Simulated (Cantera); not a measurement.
Charge: 1 mol C₆H₆, 0.054 mol H₂O, equilibrated at 80.0 Pa.

Equilibrium computed with Cantera from the NASA thermochemical tables; the gas is ideal and each condensed phase is pure. Candidate condensed phases: C, C₆H₆, C₇H₈, C₈H₁₈, H₂O; 131 gas species. Ions and electrons are included (thermal ionisation). The numbers say what is thermodynamically allowed, not how fast it happens. All values below are at 4000 K.

Base state: H 0.507, C 0.483, C₂ 0.00499, CO 0.00448, C₃ 0.000252, H₂ 8.10e-5, e- 4.16e-5, C+ 4.15e-5 (mole fractions); condensed: gas only.

Problem. What changes in the equilibrium state with this change: H₂O from 0.054 to 2 mol?

Solution. 
```csv
species,before,after
H,0.507,0.626
C,0.483,0.248
CO,0.00448,0.125
O,1.59e-6,8.64e-5
C₃,0.000252,3.40e-5
C₂,0.00499,0.00131
```
